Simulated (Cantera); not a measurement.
Formation from one mole of O2

Standard-state values (1 bar) from the NASA 1993 polynomials, evaluated with Cantera. Values are per mole of reaction as written; species without (g) are pure solids or liquids, kept so even where they would boil at 1 bar.

2 H2(g) + O2(g) → 2 H2O(g)

```json
[
 {"T (K)": "2550", "ΔH° (kJ)": "-503.6", "ΔS° (J/K)": "-116.2", "ΔG° (kJ)": "-207.2", "log10 K": "4.25"},
 {"T (K)": "2575", "ΔH° (kJ)": "-503.7", "ΔS° (J/K)": "-116.2", "ΔG° (kJ)": "-204.3", "log10 K": "4.14"},
 {"T (K)": "2600", "ΔH° (kJ)": "-503.7", "ΔS° (J/K)": "-116.3", "ΔG° (kJ)": "-201.4", "log10 K": "4.05"},
 {"T (K)": "2625", "ΔH° (kJ)": "-503.7", "ΔS° (J/K)": "-116.3", "ΔG° (kJ)": "-198.5", "log10 K": "3.95"},
 {"T (K)": "2650", "ΔH° (kJ)": "-503.7", "ΔS° (J/K)": "-116.3", "ΔG° (kJ)": "-195.6", "log10 K": "3.86"},
 {"T (K)": "2675", "ΔH° (kJ)": "-503.7", "ΔS° (J/K)": "-116.3", "ΔG° (kJ)": "-192.7", "log10 K": "3.76"},
 {"T (K)": "2700", "ΔH° (kJ)": "-503.8", "ΔS° (J/K)": "-116.3", "ΔG° (kJ)": "-189.8", "log10 K": "3.67"},
 {"T (K)": "2725", "ΔH° (kJ)": "-503.8", "ΔS° (J/K)": "-116.3", "ΔG° (kJ)": "-186.9", "log10 K": "3.58"},
 {"T (K)": "2750", "ΔH° (kJ)": "-503.8", "ΔS° (J/K)": "-116.3", "ΔG° (kJ)": "-184.0", "log10 K": "3.49"},
 {"T (K)": "2775", "ΔH° (kJ)": "-503.8", "ΔS° (J/K)": "-116.3", "ΔG° (kJ)": "-181.1", "log10 K": "3.41"}
]
```

4 Al + O2(g) → 2 Al2O(g)

| T (K) | ΔH° (kJ) | ΔS° (J/K) | ΔG° (kJ) | log10 K |
|---|---|---|---|---|
| 2550 | -418.7 | 66.9 | -589.3 | 12.07 |
| 2575 | -419.8 | 66.5 | -591.0 | 11.99 |
| 2600 | -420.8 | 66.1 | -592.7 | 11.91 |
| 2625 | -421.9 | 65.7 | -594.3 | 11.83 |
| 2650 | -422.9 | 65.3 | -595.9 | 11.75 |
| 2675 | -424.0 | 64.9 | -597.6 | 11.67 |
| 2700 | -425.0 | 64.5 | -599.2 | 11.59 |
| 2725 | -426.1 | 64.1 | -600.8 | 11.52 |
| 2750 | -427.1 | 63.7 | -602.4 | 11.44 |
| 2775 | -428.2 | 63.3 | -604.0 | 11.37 |

0.8 V + O2(g) → 0.4 V2O5

```
T (K)  ΔH° (kJ)  ΔS° (J/K)  ΔG° (kJ)  log10 K
-----  --------  ---------  --------  -------
2550     -591.0     -134.0    -249.3     5.11
2575     -591.0     -134.0    -246.0     4.99
2600     -591.0     -134.0    -242.7     4.87
2625     -591.0     -134.0    -239.3     4.76
2650     -591.0     -134.0    -236.0     4.65
2675     -591.0     -134.0    -232.6     4.54
2700     -591.0     -134.0    -229.3     4.44
2725     -591.0     -134.0    -225.9     4.33
2750     -591.0     -134.0    -222.6     4.23
2775     -591.0     -134.0    -219.2     4.13
```
